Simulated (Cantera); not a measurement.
Feed: 1 mol SiCl4, 31 mol NH3, 32 mol H2, at 43.0 Pa.

Equilibrium computed with Cantera from the NASA thermochemical tables; the gas is ideal and each condensed phase is pure. Candidate condensed phases: NH4Cl, Si, Si3N4; 28 gas species. The tables' values for SiCl, SiN are old estimates; treat these amounts as uncertain. Gases not in the tables: Si2H6 and higher silanes. Equilibrium is a limit: real reactors are often held back by kinetics, nucleation or transport.

x: gas mole fraction; n: condensed amount in mol.

```tsv
T (°C)	x H2	x N2	x HCl	x H	n Si3N4(s)	n Si(s)	n Si(l)
775	0.802	0.156	0.0420	3.34e-7	0.333	0	0
875	0.802	0.156	0.0419	3.09e-6	0.333	0	0
975	0.802	0.156	0.0418	2.02e-5	0.331	0	0
1075	0.803	0.156	0.0409	1.00e-4	0.317	0	0
1175	0.803	0.157	0.0376	0.000398	0.266	0	0
1275	0.800	0.161	0.0327	…	0	…	0
1375	0.798	0.161	0.0321	…	0	…	0
1475	0.790	0.160	0.0320	0.00979	0	0	0.203
1575	0.773	0.158	0.0351	0.0225	0	0	0
```

What belongs in the gaps?


- 1275, x H: 0.00133
- 1275, n Si(s): 0.562
- 1375, x H: 0.00384
- 1375, n Si(s): 0.485
